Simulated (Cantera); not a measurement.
Predominance diagram of Sr at 1200 K against the partial pressures of O₂ and H₂O (log10, bar). Cantera with NASA thermochemical tables; ideal gases at 1 bar, condensed phases pure. Candidates: Sr(l), SrO(s), Sr(OH)₂(l). Only these pure phases compete in this equilibrium. Not in the tables: the peroxide.

Question: Which phase is stable at these pairs, and which metal-bearing vapour leads over it? (-13.5, -2.2); (-15.2, -6.5); (-30.3, -8.7); (-15.2, -3.3); (-11.8, -11.9); (-1.7, -13); (-32, -10.8)

Answer: 
| log p(O₂) | log p(H₂O) | phase | chief vapour | log p (bar) |
|---|---|---|---|---|
| -13.5 | -2.2 | SrO(s) | Sr(OH)₂ | -9.4 |
| -15.2 | -6.5 | SrO(s) | Sr(OH)₂ | -13.7 |
| -30.3 | -8.7 | SrO(s) | Sr | -7.2 |
| -15.2 | -3.3 | SrO(s) | Sr(OH)₂ | -10.5 |
| -11.8 | -11.9 | SrO(s) | Sr | -16.4 |
| -1.7 | -13 | SrO(s) | SrO | -16.6 |
| -32 | -10.8 | SrO(s) | Sr | -6.3 |
